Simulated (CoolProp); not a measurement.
Sulfur hexafluoride at several states: fugacity coefficient from the reference equation and from simpler models built on Tc = 318.7 K, pc = 3755 kPa, ω = 0.210; each cubic takes its own stable root.

Values from CoolProp's reference Helmholtz-energy equation of state, Guder 2009.

```tsv
T (K)	p (kPa)	phase	reference	van der Waals	Soave-Redlich-Kwong	Peng-Robinson
365.4	566	gas	0.9685	0.9682	0.9681	0.9633
491.7	14200	supercritical	0.8191	0.7175	0.8476	0.7944
367	2180	gas	0.8831	0.8800	0.8823	0.8662
284.8	75.8	gas	0.9903	0.9922	0.9902	0.9893
326.2	1290	gas	0.8952	0.9042	0.8937	0.8825
527.9	14.7	gas	0.9998	0.9997	0.9998	0.9998
```
